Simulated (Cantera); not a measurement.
A Cantera script and its output.

```python
import numpy as np
import cantera as ct

gas = ct.Solution("gri30.yaml")
gas.TPX = 1725, 1000000, {'CH4': 1, 'C2H6': 0.037, 'O2': 2.15, 'N2': 15.9}
reactor = ct.IdealGasReactor(gas, energy="on", clone=False)
net = ct.ReactorNet([reactor])
net.rtol, net.atol = 1e-08, 1e-16
show = ['CH4', 'C2H6', 'O2', 'CH2O', 'NO']
times = np.geomspace(3e-06, 1, 11)

steps = ct.SolutionArray(gas, extra=["t"])
rows = []
print(f"{'t/s':>10s}{'T/K':>9s}{'P/Pa':>11s}" + "".join(f"{s:>11s}" for s in show))
for t in times:
    while net.time < t:
        t_next = net.step()
        steps.append(gas.state, t=t_next)
    rows.append([np.interp(t, steps.t, y) for y in (steps.T, steps.P, *steps(*show).X.T)])
    print(f"{t:10.3e}{rows[-1][0]:9.1f}{rows[-1][1]:11.4g}" + "".join(f"{x:11.3e}" for x in rows[-1][2:]))
rate = np.gradient(steps.T, steps.t)
print("integrator steps:", len(steps.t))
if steps.T.max() > steps.T[0] + 200:
    print(f"time of steepest temperature rise: {steps.t[rate.argmax()]:.4e} s")
gas.TPX = 1725, 1000000, {'CH4': 1, 'C2H6': 0.037, 'O2': 2.15, 'N2': 15.9}
gas.equilibrate("UV")
print(f"equilibrium (UV): T = {gas.T:.1f} K  " + "  ".join(f"{s} {gas[s].X[0]:.3e}" for s in show))
```

Result:

```
       t/s      T/K       P/Pa        CH4       C2H6         O2       CH2O         NO
 3.000e-06   1723.1  9.991e+05  5.213e-02  1.725e-03  1.125e-01  8.314e-05  8.623e-12
 1.070e-05   1734.3  1.007e+06  4.929e-02  1.636e-03  1.106e-01  8.693e-04  1.688e-10
 3.817e-05   2862.4  1.691e+06  1.270e-14  1.420e-27  1.082e-02  8.714e-10  6.959e-04
 1.361e-04   2863.4  1.691e+06  1.419e-14  1.567e-27  9.146e-03  8.615e-10  4.230e-03
 4.856e-04   2853.2  1.685e+06  1.604e-14  1.928e-27  7.976e-03  9.032e-10  7.531e-03
 1.732e-03   2852.3  1.684e+06  1.622e-14  1.963e-27  7.879e-03  9.071e-10  7.808e-03
 6.178e-03   2852.3  1.684e+06  1.622e-14  1.963e-27  7.879e-03  9.071e-10  7.808e-03
 2.204e-02   2852.3  1.684e+06  1.622e-14  1.963e-27  7.879e-03  9.071e-10  7.808e-03
 7.860e-02   2852.3  1.684e+06  1.622e-14  1.963e-27  7.879e-03  9.071e-10  7.808e-03
 2.804e-01   2852.3  1.684e+06  1.622e-14  1.963e-27  7.879e-03  9.071e-10  7.808e-03
 1.000e+00   2852.3  1.684e+06  1.622e-14  1.963e-27  7.879e-03  9.071e-10  7.808e-03
integrator steps: 1753
time of steepest temperature rise: 2.5729e-05 s
equilibrium (UV): T = 2852.3 K  CH4 2.034e-14  C2H6 2.827e-27  O2 7.879e-03  CH2O 9.071e-10  NO 7.808e-03
```

Detailed kinetics in Cantera: GRI-Mech 3.0 (53 species, 325 reactions).
